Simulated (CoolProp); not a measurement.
Vapour-liquid equilibrium of propane (1) + R227EA (2) at 287 K; x and y are mole fractions of (1).

Values from CoolProp's multi-fluid Helmholtz-energy mixture model, Lemmon 2009 and Lemmon 2016; pair parameters Bell 2016.

```
x      bubble pressure (bar)  y at the bubble point  dew pressure at overall composition x (bar)  liquid density (mol/L)
-----  ---------------------  ---------------------  -------------------------------------------  ----------------------
0.05                   3.926                  0.207                                        3.339                   8.506
0.125                  4.863                  0.387                                        3.597                   8.627
0.2                    5.597                  0.492                                        3.894                   8.755
0.275                  6.155                  0.560                                        4.238                   8.894
0.35                   6.571                  0.609                                        4.639                   9.047
0.425                  6.879                  0.645                                        5.110                   9.217
0.5                    7.108                  0.676                                        5.659                   9.409
0.575                  7.281                  0.704                                        6.281                   9.627
0.65                   7.410                  0.732                                        6.916                   9.876
0.725                  7.498                  0.763                                        7.383                   10.16
0.8                    7.534                  0.802                                        7.534                   10.48
0.875                  7.493                  0.853                                        7.454                   10.85
0.95                   7.320                  0.928                                        7.254                   11.25
```

y crosses x between x = 0.8 and 0.875: the model has an azeotrope there.

Pair parameters are fitted to limited data, so mixtures are less certain than the pure fluids.
